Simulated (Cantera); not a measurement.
Input: 1 mol Nb, 4.1 mol O₂, 6.6 mol N₂, equilibrated at 973 K and 9.30 Pa.

Method: chemical equilibrium by Gibbs-energy minimisation in Cantera with the NASA 1993 tables (ideal gas, pure condensed phases). Candidate condensed phases: Nb, NbO, NbO₂, Nb₂O₅; 12 gas species. Condensed phases not in the tables: the oxides between NbO₂ and Nb₂O₅. Kinetics and transport are ignored.

Base state: N₂ 0.698, O₂ 0.302, NO 2.60e-5 (mole fractions); condensed: Nb₂O₅(s).

Task: What changes in the equilibrium state with this change: Nb replaced by Cr?

Result: 
| species | before | after |
|---|---|---|
| N₂ | 0.698 | 0.663 |
| O₂ | 0.302 | 0.337 |
| NO | 2.60e-5 | 2.68e-5 |
| Nb₂O₅(s), mol | 0.500 | 0 |
| Cr₂O₃(s), mol | 0 | 0.500 |
Further candidate phases: Cr, CrN, Cr₂N, Cr₂O₃.

Task: What changes in the equilibrium state with this change: temperature from 973 K to 2400 K?

Result: 
```csv
species,before,after
N₂,0.698,0.523
O,3.85e-9,0.285
O₂,0.302,0.101
NbO₂,<1e-9,0.0799
NO,2.60e-5,0.0108
NbO,<1e-9,0.000181
"Nb₂O₅(s), mol",0.500,0
```
